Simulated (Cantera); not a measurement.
A closed system holds: 1 mol Fe2O3, 0.061 mol SO3, 5.4 mol N2, equilibrated at 902 °C and 101000 Pa.

Equilibrium computed with Cantera from the NASA thermochemical tables; the gas is ideal and each condensed phase is pure. Candidate condensed phases: Fe, FeO, FeS, FeSO4, FeS2, Fe2O3, Fe2(SO4)3, Fe3O4, S; 19 gas species. Rates play no part.

Base state: N2 0.983, SO2 0.0109, O2 0.00541, SO3 0.000254, NO 2.89e-5 (mole fractions); condensed: Fe2O3(s).

Task: What changes in the equilibrium state with this change: SO3 from 0.061 to 2.9 mol?

Result: 
```tsv
species	before	after
N2	0.983	0.563
SO2	0.0109	0.270
O2	0.00541	0.135
SO3	0.000254	0.0316
NO	2.89e-5	0.000109
Fe2O3(s), mol	1.00	1.00
```

Task: What changes in the equilibrium state with this change: Fe2O3 replaced by FeS2?

Result: 
```csv
species,before,after
N2,0.983,0.904
S2,<1e-9,0.0804
SO2,0.0109,0.0148
O2,0.00541,<1e-9
S2O,<1e-9,0.00100
SO3,0.000254,<1e-9
SO,<1e-9,3.76e-5
NO,2.89e-5,<1e-9
"Fe2O3(s), mol",1.00,0
"FeS(s), mol",0,1.00
```
FeS: taken at fixed stoichiometry. Gases not in the tables: S3 to S7.
